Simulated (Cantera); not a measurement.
A Cantera script and what it prints.

```python
import numpy as np
import cantera as ct

gas_names = """
    CL CLO CL2 H HCL HOCL HO2 H2 H2O H2O2 O OH O2 O3 Si SiCL SiCL2 SiCL3 SiCL4 SiH SiHCL3 SiH2 SiH2CL2
    SiH3 SiH3CL SiH4 SiO SiO2 Si2 Si3
""".split()
cond_names = """
    H2O(s) H2O(L) Si(cr) Si(L) SiO2(Lqz) SiO2(hqz) SiO2(L)
""".split()


# ... load() reads the species with a 1 bar reference pressure and builds the phases ...
atoms = {
    'SiH2Cl2': {'Si': 1, 'H': 2, 'CL': 2},
    'H2O': {'H': 2, 'O': 1},
    'H2': {'H': 2},
}
top_T = {}  # K; cautious upper limits of use, not melting points


# ... equilibrate(T, P, feed) seeds the gas with the atoms and calls Mixture.equilibrate('TP', solver="vcs", rtol=1e-11, max_steps=5000) ...
results = []
T = 1025  # K
P = 1333.22  # Pa
for m in [1, 1.3, 1.5, 1.9, 2.3, 2.9, 3.5, 4.3, 5.3, 6.5, 8, 9.8]:
    feed = {'SiH2Cl2': 1, 'H2O': m, 'H2': 0.11}  # mol
    mix = equilibrate(T, P, feed)
    results.append((T, P, feed, dict(zip(mix.species_names, mix.species_moles))))

top = {s: max(r[3][s] / sum(r[3][g] for g in gas_names) for r in results) for s in gas_names}
cols = sorted((s for s in top if top[s] > 1e-06), key=lambda s: -top[s])[:6]
seen = [c for c in cond_names if any(r[3].get(c, 0) > 1e-12 for r in results)]
print("log10 of partial pressures in bar; condensed amounts in mol")
print(f"{'n(H2O)':>10s}" + "".join(f"{s[:9]:>10s}" for s in cols + seen))
for T, P, feed, n in results:
    ng = sum(n[g] for g in gas_names)
    print(f"{feed['H2O']:10.4g}" + "".join(f"{np.log10(max(n[s] / ng * P / 1e5, 1e-99)):10.3f}" for s in cols)
          + "".join(f"{n.get(c, 0):10.4g}" for c in seen))
```

It prints:

```
log10 of partial pressures in bar; condensed amounts in mol
    n(H2O)        H2       H2O       HCL     SiCL4    SiHCL3     SiCL3    Si(cr) SiO2(hqz)
         1    -1.990   -10.740    -3.244    -2.685    -3.497    -4.125  0.002603       0.5
       1.3    -2.039    -9.326    -2.573    -2.833    -4.365    -4.968         0      0.65
       1.5    -2.078    -8.887    -2.399    -3.014    -4.759    -5.343         0      0.75
       1.9    -2.149    -8.141    -2.217    -3.779    -5.776    -6.326         0      0.95
       2.3    -2.195    -3.042    -2.219   -13.980   -16.023   -16.549         0         1
       2.9    -2.251    -2.621    -2.274   -15.045   -17.088   -17.586         0         1
       3.5    -2.300    -2.448    -2.323   -15.587   -17.630   -18.103         0         1
       4.3    -2.358    -2.320    -2.381   -16.074   -18.117   -18.561         0         1
       5.3    -2.421    -2.226    -2.444   -16.514   -18.556   -18.969         0         1
       6.5    -2.486    -2.157    -2.509   -16.914   -18.956   -19.337         0         1
         8    -2.556    -2.102    -2.579   -17.303   -19.345   -19.691         0         1
       9.8    -2.627    -2.059    -2.650   -17.673   -19.716   -20.026         0         1
```

Method: chemical equilibrium by Gibbs-energy minimisation in Cantera with the NASA 1993 tables (ideal gas, pure condensed phases). Mutual solubility and eutectic melting of coexisting phases are not modelled. The tables' values for SiCl3 are old estimates; treat these amounts as uncertain.
